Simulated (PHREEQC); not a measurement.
Consider water at 15 °C with 0.0074 mol HF, 0.0012 mol NaF and 0.00051 mol H2SiF6 per kg of water. Closed to the air; pH follows from the charge balance.

Computed with PHREEQC (ion-association model, phreeqc.dat).

Each row changes one thing in this solution. This is a speciation only: nothing precipitates in the calculation.

```
case                                              pH  ionic strength (mol/kgw)  HF (mol/kgw)  F- (mol/kgw)  HF2- (mol/kgw)  NaF (mol/kgw)
----------------------------------------------  ----  ------------------------  ------------  ------------  --------------  -------------
as made                                         2.67                   0.00399       0.00608       0.00241         5.14e-5        1.45e-6
diluted 5-fold with water                       3.08                   0.00116      0.000982      0.000976         3.36e-6     (withheld)
temperature from 15 to 10 °C                    2.65                (withheld)       0.00600       0.00250         4.97e-5        1.50e-6
HF left out                                     3.17                (withheld)      0.000961       0.00120         4.05e-6        7.48e-7
H2SiF6 replaced by NH4HF2 at the same molality  2.80                   0.00338       0.00617       0.00331         7.15e-5        2.01e-6
H2SiF6 left out                                 2.78                   0.00293       0.00561       0.00288         5.66e-5        1.76e-6
HF from 0.0074 to 0.0037 mol/kgw                2.82                   0.00330       0.00311       0.00175         1.91e-5        1.07e-6
```

### Question
Fill in the missing entries.

### Answer

- diluted 5-fold with water, NaF (mol/kgw): 1.25e-7
- temperature from 15 to 10 °C, ionic strength (mol/kgw): 0.00408
- HF left out, ionic strength (mol/kgw): 0.00225

Some of these states are supersaturated (in Quartz (slow to form), for instance). Constants without temperature data keep their 25 °C values here. SiF6-2 is the database's only silicon fluoride.
